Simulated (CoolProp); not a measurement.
The fluid at 331.47 K and 0.0468 MPa expands adiabatically to 0.0261 MPa with isentropic efficiency 0.85. The same conditions are run with several fluids, on thermodynamics alone (safety and materials aside).

The numbers come from the reference Helmholtz-energy equation of state of each fluid (R113: Marx 1992; R245fa: Akasaka 2015; ethane: Bücker 2006; isohexane: Lemmon 2006; methanol: de Reuck 1993) in CoolProp.

Question: Rank R113, R245fa, ethane, isohexane, methanol by work (kJ/kg), highest first.

Answer: ethane (43.5), methanol (40.0), isohexane (15.3), R245fa (9.91), R113 (7.07)

| fluid | final temperature (K) | final density (kg/m³) |
|---|---|---|
| R113 | 320.6 | 1.85 |
| R245fa | 320.2 | 1.32 |
| ethane | 307.6 | 0.307 |
| isohexane | 322.3 | 0.851 |
| methanol | 308.5 | 0.335 |
